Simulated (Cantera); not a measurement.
Charge: 1 mol trisilylamine, 47 mol NH3, 45 mol H2, at 0.165 Torr.

These are equilibrium values from Cantera (NASA tables, ideal gas, pure condensed phases), not measurements of a reactor. Candidate condensed phases: Si, Si3N4; 18 gas species. The feed counts by its element totals alone. Gases not in the tables: Si2H6 and higher silanes. Equilibrium is a limit: real reactors are often held back by kinetics, nucleation or transport.

**Question.** Which condensed phases are stable at each of these points (T (°C)): 925, 975, 1025, 1075, 1125, 1175, 1225, 1275, 1325, 1375, 1425, 1475, 1525?

**Answer.** 
```
T (°C)  condensed phases  Si condensed (%)
------  ----------------  ----------------
925             Si3N4(s)             100.0
975             Si3N4(s)             100.0
1025            Si3N4(s)             100.0
1075            Si3N4(s)             100.0
1125            Si3N4(s)             100.0
1175            Si3N4(s)             100.0
1225               Si(s)              99.8
1275               Si(s)              99.2
1325               Si(s)              97.8
1375               Si(s)              94.0
1425               Si(l)              84.8
1475               Si(l)              66.3
1525               Si(l)              27.9
```

From 925 °C to 1175 °C the condensed part is Si3N4(s). From 1225 °C to 1375 °C the condensed part is Si(s). From 1425 °C to 1525 °C the condensed part is Si(l).
